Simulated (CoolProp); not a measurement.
Properties of nitrogen along the isotherm -4.45 °C (Tc = -147.0 °C, pc = 3.396 MPa, ω = 0.037).

The numbers come from the reference Helmholtz-energy equation of state, Span 2000 in CoolProp.

```tsv
p (MPa)	phase	density (kg/m³)	isothermal compressibility (1/MPa)	viscosity (µPa s)	conductivity (mW/(m K))	fugacity coefficient
0.637	gas	8.012	1.575	___	23.9	0.9968
1.27	gas	16.02	0.7918	16.6	___	0.9938
1.91	gas	24.16	0.5276	16.7	24.5	0.9908
2.55	gas	32.33	0.3958	16.8	24.8	0.9880
3.18	gas	40.41	0.3177	___	___	0.9853
3.82	supercritical	48.64	0.2646	___	25.5	0.9828
4.46	supercritical	56.88	0.2266	___	___	0.9803
5.09	supercritical	65.01	0.1985	___	26.3	0.9781
```

Q: Fill in the missing entries.

A: 
- 0.637, viscosity (µPa s): 16.5
- 1.27, conductivity (mW/(m K)): 24.2
- 3.18, viscosity (µPa s): 17.0
- 3.18, conductivity (mW/(m K)): 25.2
- 3.82, viscosity (µPa s): 17.1
- 4.46, viscosity (µPa s): 17.3
- 4.46, conductivity (mW/(m K)): 25.9
- 5.09, viscosity (µPa s): 17.4

Viscosity comes from a separate model (Lemmon 2004). Thermal conductivity comes from a separate model (Lemmon 2004).
